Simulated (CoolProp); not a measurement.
The numbers come from the reference Helmholtz-energy equation of state, de Reuck 1990 in CoolProp.

Task: For fluorine, give the phase and the cv (kJ/(kg K)) at -120.65 °C and 0.249 bar.

Result: 
- -120.65 °C and 0.249 bar: gas; cv 0.552
